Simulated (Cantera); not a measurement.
An isothermal, constant-pressure homogeneous reactor starts with NH₃ : H₂ = 6 : 3.3 (molar parts), at 2075 K and 10.00 Torr.

Model: the gas-phase N/H chemistry of the illustrative SiF4/NH3 mechanism in the Surface Chemkin manual (1991), integrated in Cantera. Walls and surfaces, which speed up NH3 decomposition in real reactors, are not modelled.

x: mole fraction; the columns are a selection and need not sum to one.

| t (s) | x NH₃ | x H₂ | x N | x N₂ | x N₂H₂ | x NH | x N₂H₄ |
|---|---|---|---|---|---|---|---|
| 1.00e-5 | 0.645 | 0.355 | <1e-12 | <1e-12 | <1e-12 | 2.48e-11 | <1e-12 |
| 3.94e-5 | 0.645 | 0.355 | <1e-12 | 1.34e-12 | 6.45e-11 | 9.59e-10 | <1e-12 |
| 0.000155 | 0.645 | 0.355 | 4.00e-11 | 8.53e-10 | 2.60e-9 | (withheld) | 8.88e-12 |
| 0.000611 | 0.645 | 0.355 | 4.42e-9 | 2.28e-7 | 6.76e-8 | (withheld) | 1.44e-10 |
| 0.00241 | 0.644 | 0.355 | 2.46e-7 | 3.24e-5 | 1.66e-6 | (withheld) | 2.10e-9 |
| 0.00949 | 0.637 | 0.359 | 1.96e-6 | 0.00170 | 1.07e-5 | 3.43e-5 | 9.31e-9 |
| 0.0374 | 0.605 | 0.381 | 2.10e-6 | 0.0114 | 1.03e-5 | 3.51e-5 | 8.92e-9 |
| 0.147 | 0.499 | 0.455 | 2.26e-6 | 0.0438 | 7.83e-6 | 3.39e-5 | 6.78e-9 |
| 0.580 | 0.259 | 0.623 | 2.50e-6 | 0.117 | 3.26e-6 | (withheld) | 2.71e-9 |
| 2.28 | 0.0380 | 0.776 | 2.40e-6 | 0.184 | 3.21e-7 | (withheld) | 1.89e-10 |
| 9.00 | 1.14e-5 | 0.790 | 6.74e-7 | 0.195 | 1.11e-11 | (withheld) | <1e-12 |

Question: Complete the blanks.

Answer: 
- 0.000155, x NH: 2.90e-8
- 0.000611, x NH: 5.80e-7
- 0.00241, x NH: 8.38e-6
- 0.580, x NH: 2.81e-5
- 2.28, x NH: 1.42e-5
- 9.00, x NH: 4.05e-7
